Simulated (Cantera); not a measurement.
Charge: 1 mol Fe3O4, 2.3 mol C, 0.49 mol CO, at 2.50 mbar.

Equilibrium computed with Cantera from the NASA thermochemical tables; the gas is ideal and each condensed phase is pure. Candidate condensed phases: C, Fe, Fe(CO)5, FeO, Fe2O3, Fe3O4; 15 gas species. Each liquid is taken as pure. Mutual solubility and eutectic melting of coexisting phases are not modelled. The tables' stoichiometric FeO is somewhat more stable than real wüstite, so its field is too wide. FeO: taken at fixed stoichiometry. Rates play no part.

log p: log10 of the partial pressure in bar; n: condensed amount in mol.

```json
[
 {"T (°C)": "1152", "log p CO": "-2.67", "log p Fe": "-7.55", "log p CO2": "-3.44", "log p FeO": "-10.51", "log p O": "-12.45", "log p O2": "-13.19", "n Fe(γ)": "1.71", "n FeO(s)": "1.29", "n Fe(δ)": "0", "n FeO(l)": "0", "n Fe(l)": "0"},
 {"T (°C)": "1302", "log p CO": "-2.66", "log p Fe": "-6.17", "log p CO2": "-3.48", "log p FeO": "-8.78", "log p O": "-10.63", "log p O2": "-11.31", "n Fe(γ)": "1.67", "n FeO(s)": "1.33", "n Fe(δ)": "0", "n FeO(l)": "0", "n Fe(l)": "0"},
 {"T (°C)": "1452", "log p CO": "-2.66", "log p Fe": "-5.03", "log p CO2": "-3.54", "log p FeO": "-7.39", "log p O": "-9.15", "log p O2": "-9.83", "n Fe(γ)": "0", "n FeO(s)": "0", "n Fe(δ)": "1.62", "n FeO(l)": "1.37", "n Fe(l)": "0"},
 {"T (°C)": "1602", "log p CO": "-2.66", "log p Fe": "(withheld)", "log p CO2": "(withheld)", "log p FeO": "(withheld)", "log p O": "(withheld)", "log p O2": "(withheld)", "n Fe(γ)": "0", "n FeO(s)": "0", "n Fe(δ)": "0", "n FeO(l)": "1.42", "n Fe(l)": "(withheld)"},
 {"T (°C)": "1752", "log p CO": "(withheld)", "log p Fe": "(withheld)", "log p CO2": "(withheld)", "log p FeO": "(withheld)", "log p O": "(withheld)", "log p O2": "(withheld)", "n Fe(γ)": "0", "n FeO(s)": "0", "n Fe(δ)": "0", "n FeO(l)": "1.44", "n Fe(l)": "(withheld)"},
 {"T (°C)": "1902", "log p CO": "-2.91", "log p Fe": "-3.02", "log p CO2": "-3.58", "log p FeO": "-4.51", "log p O": "-5.61", "log p O2": "-5.95", "n Fe(γ)": "0", "n FeO(s)": "0", "n Fe(δ)": "0", "n FeO(l)": "1.15", "n Fe(l)": "0"},
 {"T (°C)": "2052", "log p CO": "-3.13", "log p Fe": "-2.96", "log p CO2": "-3.38", "log p FeO": "-3.87", "log p O": "-4.36", "log p O2": "-4.25", "n Fe(γ)": "0", "n FeO(s)": "0", "n Fe(δ)": "0", "n FeO(l)": "0", "n Fe(l)": "0"},
 {"T (°C)": "2202", "log p CO": "-3.07", "log p Fe": "-2.97", "log p CO2": "-3.59", "log p FeO": "-4.00", "log p O": "-3.90", "log p O2": "-4.02", "n Fe(γ)": "0", "n FeO(s)": "0", "n Fe(δ)": "0", "n FeO(l)": "0", "n Fe(l)": "0"}
]
```

Problem. What belongs in the gaps?

Solution. 
- 1752, log p CO: -2.74
- 1752, log p Fe: -3.32
- 1752, log p CO2: -3.73
- 1752, log p FeO: -5.32
- 1752, log p O: -6.88
- 1752, log p O2: -7.57
- 1752, n Fe(l): 0.889
- 1602, log p Fe: -4.09
- 1602, log p CO2: -3.61
- 1602, log p FeO: -6.27
- 1602, log p O: -7.93
- 1602, log p O2: -8.63
- 1602, n Fe(l): 1.49
